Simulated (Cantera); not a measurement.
Feed: 1 mol PbO, 2.3 mol CH₄, 1.1 mol CO, at 1675 °C and 0.100 bar.

Cantera equilibrium calculation (NASA polynomials, part measured and part estimated; ideal gas, pure solids and liquids). Candidate condensed phases: C, C₆H₆, C₇H₈, C₈H₁₈, H₂O, Pb, PbO, PbO₂, Pb₃O₄; 113 gas species. Equilibrium is a limit: real reactors are often held back by kinetics, nucleation or transport.

Base state: H₂ 0.595, CO 0.272, Pb 0.130, H 0.00276, C₂H₂ (acetylene) 0.000321, CH₄ 1.73e-5 (mole fractions); condensed: C(graphite).

Problem. What changes in the equilibrium state with this change: temperature from 1675 °C to 2100 °C?

Solution. 
| species | before | after |
|---|---|---|
| H₂ | 0.595 | 0.567 |
| CO | 0.272 | 0.268 |
| Pb | 0.130 | 0.128 |
| H | 0.00276 | 0.0333 |
| C₂H | 2.32e-8 | 1.11e-5 |
| C₂H₂ (acetylene) | 0.000321 | 0.00349 |
| CH₄ | 1.73e-5 | 6.00e-6 |
| C(graphite), mol | 1.29 | 1.24 |
